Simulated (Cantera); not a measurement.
Charge: 1 mol SiO2, 700 mol H2, 0.055 mol H2O, equilibrated at 927 °C and 0.00133 bar.

Cantera equilibrium calculation (NASA polynomials, part measured and part estimated; ideal gas, pure solids and liquids). Candidate condensed phases: H2O, Si, SiO2; 18 gas species. The tables hold silica as quartz up to 1696 K and as liquid above; real silica turns to tridymite and cristobalite and melts near 1996 K. Kinetics and transport are ignored.

Base state: H2 1.000, H2O 7.89e-5 (mole fractions); condensed: SiO2(β-quartz).

Question: What changes in the equilibrium state with this change: temperature from 927 °C to 1750 °C?

Answer: 
| species | before | after |
|---|---|---|
| H2 | 1.000 | 0.946 |
| H | 5.40e-6 | 0.0507 |
| H2O | 7.89e-5 | 0.00146 |
| SiO | 2.96e-7 | 0.00139 |
| SiO2(β-quartz), mol | 1.000 | 0 |

Question: What changes in the equilibrium state with this change: temperature from 927 °C to 1825 °C?

Answer: 
| species | before | after |
|---|---|---|
| H2 | 1.000 | 0.917 |
| H | 5.40e-6 | 0.0807 |
| H2O | 7.89e-5 | 0.00143 |
| SiO | 2.96e-7 | 0.00137 |
| OH | <1e-9 | 1.49e-5 |
| SiO2(β-quartz), mol | 1.000 | 0 |
